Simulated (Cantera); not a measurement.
A closed system holds: 1 mol SiH4, 1.5 mol HCl, 110 mol H2, equilibrated at 2448 K and 0.0240 bar.

Method: chemical equilibrium by Gibbs-energy minimisation in Cantera with the NASA 1993 tables (ideal gas, pure condensed phases). The tables' values for SiCl are old estimates; treat these amounts as uncertain. Gases not in the tables: Si2H6 and higher silanes. Kinetics and transport are ignored.

| species | before | after |
|---|---|---|
| H2 | 0.860 | 0.969 |
| H | 0.119 | 0.0142 |
| HCl | 0.0111 | 0.0121 |
| Si | 0.00774 | 0.00315 |
| SiCl2 | 1.29e-5 | 0.000343 |
| Cl | 0.00109 | 0.000132 |
| Si2 | 1.11e-5 | 3.66e-5 |
| SiH2 | 4.23e-5 | 0.000134 |
| SiCl | 7.29e-5 | 0.000142 |
| SiH | 0.000319 | 0.000292 |
| Si(l), mol | 0 | 0.522 |
Gas species are given as mole fractions.

Q: Name the change that produced these shifts.
(A) temperature from 2448 K to 2048.15 K
(B) H2 from 110 to 8.8 mol
(C) temperature from 2448 K to 2600 K
(D) HCl from 1.5 to 0.13 mol

A: A, temperature from 2448 K to 2048.15 K
